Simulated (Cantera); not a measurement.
Si + NF3 + H2 + HF (silicon etching in halogen gases)

A closed system holds: 1 mol Si, 3.3 mol NF3, 5.9 mol H2, 2.1 mol HF, at 925 K and 13300 Pa.

These are equilibrium values from Cantera (NASA tables, ideal gas, pure condensed phases), not measurements of a reactor. Candidate condensed phases: Si, Si3N4; 37 gas species. Rates play no part.

```
Property                              Value
--------------------------------  ---------
x(HF)                                 0.588
x(H2)                                 0.217
x(N2)                                 0.121
x(SiF4)                              0.0735
x(NH3)                              4.67e-6
x(H2F2)                             2.41e-6
gas amount                        13.60 mol
log10 activity of Si(s) (absent)     -21.54
```
